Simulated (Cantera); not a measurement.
Halide evaporation, hydrolysis and transport: AlF₃ + H₂O + H₂

Input: 1 mol AlF₃, 13 mol H₂O, 0.25 mol H₂, equilibrated at 0.0133 bar.

Method: chemical equilibrium by Gibbs-energy minimisation in Cantera with the NASA 1993 tables (ideal gas, pure condensed phases). Candidate condensed phases: Al, AlF₃, Al₂O₃, H₂O; 38 gas species. The tables' values for AlOF are old estimates; treat these amounts as uncertain. Gases not in the tables: Al(OH)₃. Rates play no part.

From 1127 °C to 1877 °C the condensed part is Al₂O₃(s). The share of Al in condensed phases is highest at 1127 °C (92.8 %) and lowest at 1877 °C (23.0 %).

| T (°C) | x H₂O | x HF | x H₂ | x AlF₂O | x OH | x H | x O₂ | x O | n Al₂O₃(s) |
|---|---|---|---|---|---|---|---|---|---|
| 1127 | 0.782 | 0.194 | 0.0194 | 0.00490 | 4.70e-6 | 5.87e-6 | 2.49e-8 | 1.29e-9 | 0.464 |
| 1202 | 0.784 | 0.187 | 0.0211 | 0.00826 | 1.59e-5 | 1.63e-5 | 1.88e-7 | 1.08e-8 | 0.439 |
| 1277 | 0.786 | 0.178 | 0.0233 | 0.0126 | 4.72e-5 | 4.16e-5 | 1.12e-6 | 7.17e-8 | 0.407 |
| 1352 | 0.788 | 0.168 | 0.0259 | 0.0178 | 0.000126 | 9.83e-5 | 5.47e-6 | 3.94e-7 | 0.369 |
| 1427 | 0.791 | 0.156 | 0.0287 | 0.0234 | 0.000308 | 0.000216 | 2.29e-5 | 1.85e-6 | 0.327 |
| 1502 | 0.793 | 0.145 | 0.0318 | 0.0292 | 0.000694 | 0.000447 | 8.42e-5 | 7.61e-6 | 0.285 |
| 1577 | 0.794 | 0.133 | 0.0352 | 0.0348 | 0.00146 | 0.000875 | 0.000274 | 2.77e-5 | 0.243 |
| 1652 | 0.793 | 0.123 | 0.0392 | 0.0400 | 0.00287 | 0.00164 | 0.000788 | 8.95e-5 | 0.204 |
| 1727 | 0.788 | 0.113 | 0.0444 | 0.0444 | 0.00526 | 0.00297 | 0.00196 | 0.000257 | 0.170 |
| 1802 | 0.776 | 0.105 | 0.0517 | 0.0481 | 0.00899 | 0.00525 | 0.00420 | 0.000654 | 0.140 |
| 1877 | 0.757 | 0.0971 | 0.0617 | 0.0509 | 0.0144 | 0.00907 | 0.00776 | 0.00149 | 0.115 |
x: gas mole fraction; n: condensed amount in mol.
